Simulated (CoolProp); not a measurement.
A single-stage vapour-compression cycle with R115: evaporating at 304.15 K (dew point), condensing at 335.15 K (bubble point), superheat 10 K, subcooling 0 K, compressor efficiency 0.75, no pressure losses. Each further row changes one setting.

The numbers come from the reference Helmholtz-energy equation of state, Lemmon 2016 in CoolProp.

| case | cooling COP | pressure ratio | discharge temperature (K) | refrigerating effect (kJ/kg) | volumetric capacity (kJ/m³) |
|---|---|---|---|---|---|
| as stated | 4.96 | 2.04 | 344.6 | 60.7 | 4710 |
| evaporating temperature 309.15 K | ___ | 1.80 | ___ | 63.1 | 5590 |
| condensing temperature 330.15 K | 6.42 | 1.83 | ___ | ___ | ___ |
| subcooling 5 K | 5.54 | 2.04 | 344.6 | ___ | 5260 |
| superheat 20 K | 5.24 | 2.04 | 353.6 | ___ | 5050 |
| compressor efficiency 0.65 | ___ | 2.04 | 346.3 | 60.7 | 4710 |

Problem. Complete the blanks.

Solution. 
- evaporating temperature 309.15 K, cooling COP: 6.25
- evaporating temperature 309.15 K, discharge temperature (K): 344.8
- condensing temperature 330.15 K, discharge temperature (K): 339.5
- condensing temperature 330.15 K, refrigerating effect (kJ/kg): 67.5
- condensing temperature 330.15 K, volumetric capacity (kJ/m³): 5240
- subcooling 5 K, refrigerating effect (kJ/kg): 67.8
- superheat 20 K, refrigerating effect (kJ/kg): 69.3
- compressor efficiency 0.65, cooling COP: 4.30
